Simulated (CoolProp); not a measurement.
The fluid at 510.63 K and 0.166 MPa flows at 0.26 m/s in a round tube of 4.6 mm bore and 1.5 µm roughness, fully developed (64/Re and Nu = 3.66 if laminar; Colebrook and Gnielinski if turbulent). The same conditions are run with several fluids, on thermodynamics alone (safety and materials aside).

Model: reference Helmholtz-energy equation of state of each fluid (propane: Lemmon 2009; ammonia: Gao 2020; propylene: Lemmon 2013; normal hydrogen: Leachman 2009; ethane: Bücker 2006), in CoolProp.

Problem. Rank propane, ammonia, propylene, normal hydrogen, ethane by Reynolds number, highest first.

Solution. propane (153), propylene (137), ethane (93.6), ammonia (43.7), normal hydrogen (7.29)

```
fluid            Darcy friction factor  pressure drop (Pa/m)  heat-transfer coefficient (W/(m² K))  mass flow (kg/h)
---------------  ---------------------  --------------------  ------------------------------------  ----------------
propane                          0.419                  5.33                                  38.4            0.0269
ammonia                           1.47                  7.19                                  43.7            0.0104
propylene                        0.466                  5.66                                  35.3            0.0257
normal hydrogen                   8.78                  5.08                                   219           0.00123
ethane                           0.684                  5.92                                  44.4            0.0183
```

Transport values come from each fluid's own correlations; those of propylene are estimates that may be off by 10 % or more.
